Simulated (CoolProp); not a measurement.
Nitrous oxide at several states: Z from the reference equation and from simpler models built on Tc = 309.5 K, pc = 7.245 MPa, ω = 0.161; each cubic takes its own stable root.

Values from CoolProp's reference Helmholtz-energy equation of state, Lemmon 2006. It is a short technical equation, of lower accuracy than the large ones.

```json
[
 {"T (K)": "311.2", "p (MPa)": "7.59", "phase": "supercritical", "reference": "0.2425", "van der Waals": "0.3203", "Soave-Redlich-Kwong": "0.2987", "Peng-Robinson": "___"},
 {"T (K)": "254.3", "p (MPa)": "2.11", "phase": "liquid", "reference": "0.04417", "van der Waals": "0.8388", "Soave-Redlich-Kwong": "0.04883", "Peng-Robinson": "___"},
 {"T (K)": "438.3", "p (MPa)": "2.42", "phase": "gas", "reference": "0.9649", "van der Waals": "0.9584", "Soave-Redlich-Kwong": "0.9681", "Peng-Robinson": "___"},
 {"T (K)": "246.5", "p (MPa)": "0.0298", "phase": "gas", "reference": "0.9971", "van der Waals": "0.9979", "Soave-Redlich-Kwong": "0.9972", "Peng-Robinson": "0.9970"},
 {"T (K)": "407.6", "p (MPa)": "0.068", "phase": "gas", "reference": "0.9987", "van der Waals": "0.9986", "Soave-Redlich-Kwong": "0.9988", "Peng-Robinson": "0.9985"}
]
```

Question: Complete the blanks.

Answer: 
- 311.2, Peng-Robinson: 0.2758
- 254.3, Peng-Robinson: 0.04304
- 438.3, Peng-Robinson: 0.9599

At some of these states van der Waals gives the other phase, because its saturation line lies elsewhere.
